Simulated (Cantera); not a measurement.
An adiabatic, constant-volume homogeneous reactor starts with CH₄ : O₂ : N₂ = 1 : 5.71 : 21.5 (molar parts), equivalence ratio 0.35, at 1625 K and 0.390 bar. Integrator tolerance rtol = 1e-08.

Computed with Cantera and GRI-Mech 3.0 (53 species, 325 reactions).

### Question
What does this change do: O2 5.71 to 2.3 parts?

### Answer
```tsv
quantity	before	after
time of steepest temperature rise	0.742 ms	1.53 ms
temperature at 6.00 s	2414 K	2485 K
equilibrium temperature	2414 K	2485 K
x(CH₄) at 6.00 s	<1e-12 (gas-phase equilibrium <1e-12)	<1e-12 (gas-phase equilibrium <1e-12)
x(O₂) at 6.00 s	0.121 (gas-phase equilibrium 0.121)	0.0142 (gas-phase equilibrium 0.0142)
x(CH₃) at 6.00 s	<1e-12 (gas-phase equilibrium <1e-12)	<1e-12 (gas-phase equilibrium <1e-12)
x(CO₂) at 6.00 s	0.0324 (gas-phase equilibrium 0.0324)	0.0291 (gas-phase equilibrium 0.0291)
x(C₂H₂) at 6.00 s	<1e-12 (gas-phase equilibrium <1e-12)	<1e-12 (gas-phase equilibrium <1e-12)
x(NO₂) at 6.00 s	8.25e-6 (gas-phase equilibrium 8.25e-6)	1.11e-6 (gas-phase equilibrium 1.11e-6)
```
